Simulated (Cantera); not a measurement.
## Thermodynamics of carbothermic reduction, feed Cu2O + C + H2

Input: 1 mol Cu2O, 2.4 mol C, 3.3 mol H2, at 75.0 Torr.

These are equilibrium values from Cantera (NASA tables, ideal gas, pure condensed phases), not measurements of a reactor. Candidate condensed phases: C, C6H6, C7H8, C8H18, Cu, CuO, Cu(OH)2, Cu2O, H2O; 113 gas species. The numbers say what is thermodynamically allowed, not how fast it happens.

```tsv
T (°C)	x H2	x Cu	x CO	x H	x C2H2 (acetylene)	x Cu2	n C(graphite)	n Cu(s)	n Cu(l)
927	0.766	1.23e-7	0.232	5.46e-7	7.87e-8	3.49e-12	1.40	2.00	0
1027	0.767	1.58e-6	0.232	3.06e-6	4.42e-7	1.30e-10	1.40	2.00	0
1127	0.767	1.35e-5	0.233	1.35e-5	1.93e-6	2.63e-9	1.40	0	2.00
1227	0.767	8.22e-5	0.233	4.88e-5	6.92e-6	3.22e-8	1.40	0	2.00
1327	0.767	0.000398	0.232	0.000151	2.11e-5	2.85e-7	1.40	0	2.00
1427	0.766	0.00159	0.232	0.000408	5.62e-5	1.92e-6	1.40	0	1.99
1527	0.762	0.00541	0.231	0.000989	0.000134	1.04e-5	1.40	0	1.98
1627	0.753	0.0162	0.229	0.00218	0.000287	4.65e-5	1.40	0	1.93
1727	0.730	0.0431	0.222	0.00439	0.000561	0.000178	1.39	0	1.80
1827	0.679	0.104	0.207	0.00812	0.000981	0.000594	1.39	0	1.49
1927	0.575	0.232	0.177	0.0135	0.00147	0.00177	1.38	0	0.667
2027	0.506	0.311	0.157	0.0218	0.00219	0.00198	1.37	0	0
```
x: gas mole fraction; n: condensed amount in mol.

From 927 °C to 1027 °C the condensed part is C(graphite) + Cu(s). From 1127 °C to 1927 °C the condensed part is C(graphite) + Cu(l). At 2027 °C the condensed part is C(graphite). The main Cu-bearing gas is Cu throughout.
